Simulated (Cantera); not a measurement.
A freely propagating, adiabatic, planar premixed flame of C₃H₈ : O₂ : N₂ = 1 : 3.33 : 12.5 (molar parts), unburnt at 450 K and 7500 Torr; mixture-averaged transport, grid criteria slope 0.08 and curve 0.16, no radiation.

Detailed kinetics in Cantera: GRI-Mech 3.0 (53 species, 325 reactions). GRI-Mech 3.0 was tuned for natural gas; its chemistry of propane as a main component is partial and can be far from experiment. Burning velocities carry a grid error of a few per cent, more on coarse grids.

Problem. Predict: laminar burning velocity; thermal thickness; peak x(CH₄); peak x(OH); peak x(HCO); peak x(H₂).

Solution. 
```json
{
  "laminar_burning_velocity": "20.5 cm/s",
  "thermal_thickness": "0.0969 mm",
  "peak x(CH₄)": "0.00886",
  "peak x(OH)": "0.000241",
  "peak x(HCO)": "1.06e-5",
  "peak x(H₂)": "0.0672"
}
```
